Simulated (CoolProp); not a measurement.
Ethanol at several states: Z from the reference equation and from simpler models built on Tc = 514.7 K, pc = 6.268 MPa, ω = 0.644; each cubic takes its own stable root.

Values from CoolProp's reference Helmholtz-energy equation of state, Schroeder 2014.

```json
[
 {"T (K)": "193.6", "p (MPa)": "0.0376", "phase": "liquid", "reference": "___", "van der Waals": "0.002285", "Peng-Robinson": "0.001322"},
 {"T (K)": "398.7", "p (MPa)": "16", "phase": "liquid", "reference": "0.3135", "van der Waals": "0.5612", "Peng-Robinson": "0.3342"},
 {"T (K)": "563.8", "p (MPa)": "0.0211", "phase": "gas", "reference": "0.9994", "van der Waals": "0.9992", "Peng-Robinson": "0.9991"},
 {"T (K)": "465", "p (MPa)": "0.892", "phase": "gas", "reference": "___", "van der Waals": "0.9433", "Peng-Robinson": "0.9181"},
 {"T (K)": "485.8", "p (MPa)": "0.0316", "phase": "gas", "reference": "0.9980", "van der Waals": "0.9983", "Peng-Robinson": "0.9976"},
 {"T (K)": "263.1", "p (MPa)": "0.0988", "phase": "liquid", "reference": "___", "van der Waals": "0.9779", "Peng-Robinson": "0.002680"}
]
```

Problem. Fill in the missing entries.

Solution. 
- 193.6, reference: 0.001229
- 465, reference: 0.9254
- 263.1, reference: 0.002553

At some of these states van der Waals gives the other phase, because its saturation line lies elsewhere.
